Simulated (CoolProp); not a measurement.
A single-stage vapour-compression cycle with vinyl chloride: evaporating at 251.15 K (dew point), condensing at 297.15 K (bubble point), superheat 8 K, subcooling 2 K, compressor efficiency 0.6, no pressure losses. Each further row changes one setting.

Values from CoolProp's reference Helmholtz-energy equation of state, Thol 2022.

```
case                              cooling COP  pressure ratio  discharge temperature (K)  refrigerating effect (kJ/kg)  volumetric capacity (kJ/m³)
--------------------------------  -----------  --------------  -------------------------  ----------------------------  ---------------------------
as stated                                2.82            5.34                      381.7                           302                          642
evaporating temperature 256.15 K         3.28            4.31                      371.4                           306                          794
condensing temperature 292.15 K          3.21            4.59                      370.3                           310                          658
subcooling 7 K                           2.89            5.34                      381.7                           310                          658
superheat 18 K                           2.79            5.34                      393.4                           310                          633
compressor efficiency 0.5                2.35            5.34                      402.0                           302                          642
```
